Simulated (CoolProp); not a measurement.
R143a along the isotherm 392.9 K: density (kg/m³) from the reference equation and from simpler models built on Tc = 345.9 K, pc = 3.762 MPa, ω = 0.261; each cubic takes its own stable root.

The numbers come from the reference Helmholtz-energy equation of state, Lemmon and Jacobsen 2000 in CoolProp.

| p (MPa) | phase | reference |
|---|---|---|
| 3.13 | gas | 102.7 |
| 6.27 | supercritical | 302.0 |
| 9.4 | supercritical | 547.3 |
| 12.5 | supercritical | 657.4 |
| 15.7 | supercritical | 722.1 |
| 18.8 | supercritical | 765.9 |
| 21.9 | supercritical | 799.8 |
| 25.1 | supercritical | 828.3 |
| 28.2 | supercritical | 851.7 |
| 31.3 | supercritical | 872.1 |
| 34.5 | supercritical | 890.7 |
| 37.6 | supercritical | 906.9 |

How far does each simpler model (ideal gas, Redlich-Kwong, Soave-Redlich-Kwong) lie from the reference over these 12 states: mean and median of the absolute difference, and the worst?


- ideal gas: mean 28.1 %, median 25.8 %, worst -55.8 % at 392.9 K and 9.4 MPa
- Redlich-Kwong: mean 9.6 %, median 10.9 %, worst -12.4 % at 392.9 K and 12.5 MPa
- Soave-Redlich-Kwong: mean 13.1 %, median 13.4 %, worst -18.2 % at 392.9 K and 9.4 MPa
